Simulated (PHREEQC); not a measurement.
Make-up at 25 °C: 0.44 mol/kgw H2SO4 and 0.0092 mol/kgw Al2(SO4)3. Closed to the air; pH follows from the charge balance.

The numbers come from PHREEQC with the ion-association model, phreeqc.dat.

Precipitation was switched off in this run.

Task: Order these S species by the share of S that they hold, largest first: AlHSO4+2, Al(SO4)2-, AlSO4+, HSO4-, SO4-2.

Result: HSO4- (87 %), SO4-2 (9.2 %), AlSO4+ (2.4 %), Al(SO4)2- (1.3 %), AlHSO4+2 (0.17 %)

The pH is 0.44 and the ionic strength 0.549 mol/kgw. Species that the database lacks are ignored.
